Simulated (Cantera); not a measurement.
Cantera with NASA thermochemical tables; ideal gases at 1 bar, condensed phases pure. Values are per mole of reaction as written; species without (g) are pure solids or liquids, kept so even where they would boil at 1 bar.

H₂(g) + 2 Nb₂O₅ = H₂O₂(g) + 4 NbO₂(g), with ΔH° = 2862.7 kJ and ΔS° = 920.3 J/K at 300 K.

Q: How far is the shortcut ΔG° ≈ ΔH°(300 K) − T·ΔS°(300 K) from the full temperature-dependent value at 1600, 1750, 1900, 2050, 2200, 2350 K?

A: 
| T (K) | shortcut (kJ) | full (kJ) | difference (kJ) | difference in log10 K | condensed phases |
|---|---|---|---|---|---|
| 1600 | 1390.2 | 1510.3 | -120.1 | 3.92 | Nb₂O₅(s) |
| 1750 | 1252.1 | 1395.5 | -143.4 | 4.28 | Nb₂O₅(s) |
| 1900 | 1114.1 | 1295.9 | -181.8 | 5.00 | Nb₂O₅(l) |
| 2050 | 976.0 | 1202.8 | -226.8 | 5.78 | Nb₂O₅(l) |
| 2200 | 838.0 | 1112.1 | -274.1 | 6.51 | Nb₂O₅(l) |
| 2350 | 699.9 | 1023.6 | -323.6 | 7.19 | Nb₂O₅(l) |
The shortcut ignores heat capacities and the phase changes listed.
